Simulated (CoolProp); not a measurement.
Computed with CoolProp (reference Helmholtz-energy equation of state, Platzer 1990). This equation is an older, rougher fit; its heat capacities, sound speeds and derivatives of the liquid may be far off and weren't checked against measurements.

Task: Give the vapour pressure (MPa), liquid density (kg/m³), vapour Z, surface tension (mN/m) of saturated c-C4F8 (RC318) at 266.8, 313.5 K.

Result: 
```
T (K)  p (MPa)  liquid density (kg/m³)  vapour Z  surface tension (mN/m)
-----  -------  ----------------------  --------  ----------------------
266.8   0.0998                    1620     0.957                    11.9
313.5    0.497                    1430     0.859                    6.48
```

Surface tension comes from a separate correlation (Mulero 2012).
